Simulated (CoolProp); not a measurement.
Values from CoolProp's reference Helmholtz-energy equation of state, Wu 2012.

Question: For fluoroethane (R161), give the phase and the density (kg/m³), speed of sound (m/s) at 450 K and 1.46 MPa.

Answer: 
- 450 K and 1.46 MPa: gas; density 19.9, speed of sound 282
